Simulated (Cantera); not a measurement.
Input: 1 mol SiC, 0.0039 mol C, 0.13 mol H2, held at 1525 K and 930 Pa.

Cantera equilibrium calculation (NASA polynomials, part measured and part estimated; ideal gas, pure solids and liquids). Candidate condensed phases: C, C6H6, C7H8, C8H18, Si, SiC; 87 gas species. The numbers say what is thermodynamically allowed, not how fast it happens.

Base state: H2 1.000, H 0.000245, CH4 2.12e-5, C2H2 (acetylene) 1.21e-5 (mole fractions); condensed: C(graphite) + SiC(s).

Task: What changes in the equilibrium state with this change: 0.71 mol CO2 added?

Result: 
```
species               before    after
-------------------  -------  -------
CO                         0    0.869
H2                     1.000    0.118
SiO                        0   0.0125
CH4                  2.12e-5  1.15e-7
C2H2 (acetylene)     1.21e-5  2.16e-7
C(graphite), mol     0.00389        0
SiC(s), mol             1.00    0.760
SiO2(β-quartz), mol        0    0.226
```
Mutual solubility and eutectic melting of coexisting phases are not modelled. The tables hold silica as quartz up to 1696 K and as liquid above; real silica turns to tridymite and cristobalite and melts near 1996 K. Further candidate phases: H2O, SiO2.

Task: What changes in the equilibrium state with this change: temperature from 1525 K to 3073 K?

Result: 
```
species             before    after
----------------  --------  -------
Si                 1.63e-8    0.444
SiC2                 <1e-9    0.301
H                 0.000245    0.179
H2                   1.000  0.00773
C3                   <1e-9   0.0421
C                    <1e-9  0.00899
Si2C                 <1e-9  0.00645
C2                   <1e-9  0.00518
C(graphite), mol   0.00389        0
SiC(s), mol           1.00        0
```
